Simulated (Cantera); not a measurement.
# Pb + H2 + N2 + O2 (iron carbonyl, mercury and lead vapours)

Input: 1 mol Pb, 0.038 mol H2, 0.47 mol N2, 0.63 mol O2, at 875 K and 0.00780 bar.

These are equilibrium values from Cantera (NASA tables, ideal gas, pure condensed phases), not measurements of a reactor. Candidate condensed phases: H2O, Pb, PbO, PbO2, Pb3O4; 27 gas species. Rates play no part.

The x(N2) is 0.759. The x(O2) is 0.179. The x(H2O) is 0.0614. The x(NO) comes out as 5.90e-6 and the n(PbO(yellow)) is 1.00 mol. The gas amount is 0.6190 mol, the log10 activity of PbO2(s) (absent) is -3.16 and the log10 activity of Pb(l) (absent) is -6.43.
